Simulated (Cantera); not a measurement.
A freely propagating, adiabatic, planar premixed flame of 8.70 % CH₄, 17.4 % O₂, 65.4 % N₂, 8.44 % H₂O, equivalence ratio 1.0, unburnt at 500 K and 4.10 bar; multicomponent transport, grid criteria slope 0.08 and curve 0.16, no radiation.

Computed with Cantera and GRI-Mech 3.0 (53 species, 325 reactions). Burning velocities carry a grid error of a few per cent, more on coarse grids.

Problem. Predict: laminar burning velocity; thermal thickness; peak x(H); peak x(C₂H₂); peak x(H₂).

Solution. 
| Item | Value |
|---|---|
| laminar burning velocity | 36.2 cm/s |
| thermal thickness | 0.189 mm |
| peak x(H) | 0.00209 |
| peak x(C₂H₂) | 0.000236 |
| peak x(H₂) | 0.0139 |
